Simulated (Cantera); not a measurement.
A freely propagating, adiabatic, planar premixed flame of CH₄ : O₂ : N₂ = 1 : 2.7 : 10.2 (molar parts), equivalence ratio 0.74, unburnt at 375 K and 1.00 bar; mixture-averaged transport, grid criteria slope 0.08 and curve 0.16, no radiation.

Cantera simulation using GRI-Mech 3.0 (53 species, 325 reactions); the numbers are that mechanism's predictions, not measurements. Burning velocities carry a grid error of a few per cent, more on coarse grids.

Problem. Predict: laminar burning velocity; thermal thickness; peak x(HCN); peak x(C₂H₄); peak x(C₂H₂).

Solution. 
| Item | Value |
|---|---|
| laminar burning velocity | 34.8 cm/s |
| thermal thickness | 0.534 mm |
| peak x(HCN) | 3.17e-7 |
| peak x(C₂H₄) | 0.000213 |
| peak x(C₂H₂) | 1.46e-5 |
